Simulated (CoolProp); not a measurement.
The numbers come from the reference Helmholtz-energy equation of state, de Vries 1995 in CoolProp.

Q: For R124, give the phase and the density (kg/m³), Joule-Thomson coefficient (K/MPa), Prandtl number, fugacity coefficient at -43.85 °C and 906 kPa; -43.85 °C and 4530 kPa; -43.85 °C and 5440 kPa.

A: 
- -43.85 °C and 906 kPa: liquid; density 1570, Joule-Thomson coefficient -0.376, Prandtl number 6.87, fugacity coefficient 0.0241
- -43.85 °C and 4530 kPa: liquid; density 1570, Joule-Thomson coefficient -0.384, Prandtl number 7.05, fugacity coefficient 0.00570
- -43.85 °C and 5440 kPa: liquid; density 1580, Joule-Thomson coefficient -0.386, Prandtl number 7.09, fugacity coefficient 0.00494

Viscosity comes from a separate model (Bell 2016), an estimate that may be off by 10 % or more. Thermal conductivity comes from a separate model (Huber 2003), an estimate that may be off by 10 % or more.
